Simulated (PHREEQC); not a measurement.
# Copper plating or etch bath (model solution)

Dissolve 0.014 mol/kgw Cu(NO3)2, 0.05 mol/kgw HBF4 and 9.1e-05 mol/kgw NaCl at 69 °C. Closed to the air; pH follows from the charge balance.

All values are PHREEQC results (ion-association model, wateq4f.dat), not measurements.

Each row changes one thing in this solution. No solid was allowed to form.

```csv
case,pH,ionic strength (mol/kgw),CuOH+ (mol/kgw),SI of Tenorite (CuO),SI of Cu(OH)2 (Cu(OH)2)
as made,1.43,0.0872,1.91e-9,-5.59,-6.61
temperature from 69 to 60 °C,1.42,0.0879,1.89e-9,-5.86,-6.88
NaCl left out,1.43,(withheld),1.91e-9,-5.59,-6.61
Cu(NO3)2 from 0.014 to 0.007 mol/kgw,1.43,(withheld),9.97e-10,-5.86,-6.88
temperature from 69 to 55 °C,1.42,0.0883,1.89e-9,-6.02,-7.04
HBF4 left out,4.16,0.0420,1.17e-6,-0.05,-1.06
diluted 10-fold with water,2.47,0.00790,(withheld),-4.28,-5.29
temperature from 69 to 25 °C,1.40,0.0899,1.87e-9,-7.06,-8.08
```

**Question.** Fill in the missing entries.

**Answer.** 
- NaCl left out, ionic strength (mol/kgw): 0.0871
- Cu(NO3)2 from 0.014 to 0.007 mol/kgw, ionic strength (mol/kgw): 0.0661
- diluted 10-fold with water, CuOH+ (mol/kgw): 3.05e-9

At this temperature some constants are extrapolated from 25 °C, and those without enthalpy data are left unchanged. Real BF4- forms and hydrolyses slowly; the run takes it at equilibrium.
